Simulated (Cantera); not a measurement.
Cantera run:

```python
import numpy as np
import cantera as ct

gas_names = """
    H HNO HNO2 HNO3 HO2 H2 H2O H2O2 N NH NH2 NH3 NH2OH NO NO2 NO3 N2 N2H2 N2H4 N2O O OH O2 O3 Si SiH
    SiH2 SiH3 SiH4 SiN SiO SiO2 Si2 Si2N Si3
""".split()
cond_names = """
    H2O(s) H2O(L) Si(cr) Si(L) SiO2(Lqz) SiO2(hqz) SiO2(L) Si2N2O(s) Si3N4(a)
""".split()


# ... load() reads the species with a 1 bar reference pressure and builds the phases ...
atoms = {
    'Si3N4': {'Si': 3, 'N': 4},
    'H2O': {'H': 2, 'O': 1},
    'N2': {'N': 2},
}
top_T = {'Si2N2O(s)': 2100, 'Si3N4(a)': 2400}  # K; cautious upper limits of use, not melting points


# ... equilibrate(T, P, feed) seeds the gas with the atoms and calls Mixture.equilibrate('TP', solver="vcs", rtol=1e-11, max_steps=5000) ...
results = []
feed = {'Si3N4': 1, 'H2O': 0.003, 'N2': 6.3}  # mol
P = 86000  # Pa
for T in [1350, 1425, 1500, 1575, 1650, 1725, 1800, 1875, 1950, 2025, 2100, 2175]:
    mix = equilibrate(T, P, feed)
    results.append((T, P, feed, dict(zip(mix.species_names, mix.species_moles))))
    x = sorted(zip(gas.X, gas.species_names), reverse=True)
    print(f"T = {T:g} K  P = {P:g} Pa  gas = {mix.phase_moles(0):.4g} mol")
    print("   x: " + "  ".join(f"{s} {v:.3e}" for v, s in x if v > 1e-06))
    print("   condensed (mol): " + ("  ".join(f"{mix.phase(i).name} {mix.phase_moles(i):.4g}"
          for i in range(1, mix.n_phases) if mix.phase_moles(i) > 1e-12) or "none"))
```

Output:

```
T = 1350 K  P = 86000 Pa  gas = 6.304 mol
   x: N2 9.995e-01  H2 4.759e-04
   condensed (mol): Si2N2O(s) 0.003  Si3N4(a) 0.998
T = 1425 K  P = 86000 Pa  gas = 6.304 mol
   x: N2 9.995e-01  H2 4.758e-04
   condensed (mol): Si2N2O(s) 0.003  Si3N4(a) 0.998
T = 1500 K  P = 86000 Pa  gas = 6.304 mol
   x: N2 9.995e-01  H2 4.757e-04
   condensed (mol): Si2N2O(s) 0.003  Si3N4(a) 0.998
T = 1575 K  P = 86000 Pa  gas = 6.304 mol
   x: N2 9.995e-01  H2 4.754e-04
   condensed (mol): Si2N2O(s) 0.002998  Si3N4(a) 0.998
T = 1650 K  P = 86000 Pa  gas = 6.304 mol
   x: N2 9.995e-01  H2 4.748e-04  SiO 2.551e-06  H 2.135e-06
   condensed (mol): Si2N2O(s) 0.002984  Si3N4(a) 0.998
T = 1725 K  P = 86000 Pa  gas = 6.304 mol
   x: N2 9.995e-01  H2 4.737e-04  SiO 1.572e-05  H 4.359e-06
   condensed (mol): Si2N2O(s) 0.002901  Si3N4(a) 0.998
T = 1800 K  P = 86000 Pa  gas = 6.305 mol
   x: N2 9.994e-01  H2 4.716e-04  SiO 8.283e-05  H 8.385e-06
   condensed (mol): Si2N2O(s) 0.002478  Si3N4(a) 0.9982
T = 1875 K  P = 86000 Pa  gas = 6.307 mol
   x: N2 9.991e-01  H2 4.680e-04  SiO 3.806e-04  H 1.529e-05  Si 1.086e-06
   condensed (mol): Si2N2O(s) 0.0005995  Si3N4(a) 0.9988
T = 1950 K  P = 86000 Pa  gas = 6.308 mol
   x: N2 9.990e-01  SiO 4.756e-04  H2 4.622e-04  H 2.658e-05  Si 5.868e-06  SiN 1.600e-06
   condensed (mol): Si3N4(a) 0.999
T = 2025 K  P = 86000 Pa  gas = 6.309 mol
   x: N2 9.990e-01  SiO 4.755e-04  H2 4.533e-04  H 4.418e-05  Si 2.790e-05  SiN 6.347e-06  Si2N 3.356e-06
   condensed (mol): Si3N4(a) 0.9989
T = 2100 K  P = 86000 Pa  gas = 6.31 mol
   x: N2 9.988e-01  SiO 4.754e-04  H2 4.395e-04  Si 1.184e-04  H 7.044e-05  SiN 2.276e-05  Si2N 2.084e-05  SiH 1.248e-06  Si2 1.176e-06
   condensed (mol): Si3N4(a) 0.9986
T = 2175 K  P = 86000 Pa  gas = 8.31 mol
   x: N2 9.988e-01  SiO 3.610e-04  Si 3.355e-04  H2 3.131e-04  H 9.314e-05  Si2N 6.219e-05  SiN 5.517e-05  Si2 5.112e-06  SiH 2.559e-06  Si3 1.010e-06
   condensed (mol): Si(L) 2.993
```

These are equilibrium values from Cantera (NASA tables, ideal gas, pure condensed phases), not measurements of a reactor. Mutual solubility and eutectic melting of coexisting phases are not modelled. The tables' values for SiN are old estimates; treat these amounts as uncertain.
